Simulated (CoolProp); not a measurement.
Fluorine along the isotherm 155.9 K: Z from the reference equation and from simpler models built on Tc = 144.4 K, pc = 5240 kPa, ω = 0.045; each cubic takes its own stable root.

Values from CoolProp's reference Helmholtz-energy equation of state, de Reuck 1990.

```json
[
 {"p (kPa)": "1310", "phase": "gas", "reference": "0.9319", "van der Waals": "0.9352", "Redlich-Kwong": "0.9291", "Peng-Robinson": "0.9209"},
 {"p (kPa)": "2620", "phase": "gas", "reference": "0.8551", "van der Waals": "0.8620", "Redlich-Kwong": "0.8515", "Peng-Robinson": "0.8361"},
 {"p (kPa)": "3930", "phase": "gas", "reference": "0.7683", "van der Waals": "0.7762", "Redlich-Kwong": "0.7643", "Peng-Robinson": "0.7430"},
 {"p (kPa)": "5240", "phase": "supercritical", "reference": "0.6667", "van der Waals": "0.6675", "Redlich-Kwong": "0.6625", "Peng-Robinson": "0.6376"},
 {"p (kPa)": "6550", "phase": "supercritical", "reference": "0.5389", "van der Waals": "0.5070", "Redlich-Kwong": "0.5376", "Peng-Robinson": "0.5147"},
 {"p (kPa)": "7860", "phase": "supercritical", "reference": "0.4018", "van der Waals": "0.4107", "Redlich-Kwong": "0.4235", "Peng-Robinson": "0.4042"},
 {"p (kPa)": "9170", "phase": "supercritical", "reference": "0.3638", "van der Waals": "0.4223", "Redlich-Kwong": "0.3979", "Peng-Robinson": "0.3727"},
 {"p (kPa)": "10500", "phase": "supercritical", "reference": "0.3743", "van der Waals": "0.4511", "Redlich-Kwong": "0.4073", "Peng-Robinson": "0.3772"},
 {"p (kPa)": "11800", "phase": "supercritical", "reference": "0.3955", "van der Waals": "0.4839", "Redlich-Kwong": "0.4263", "Peng-Robinson": "0.3924"},
 {"p (kPa)": "13100", "phase": "supercritical", "reference": "0.4204", "van der Waals": "0.5185", "Redlich-Kwong": "0.4491", "Peng-Robinson": "0.4117"}
]
```
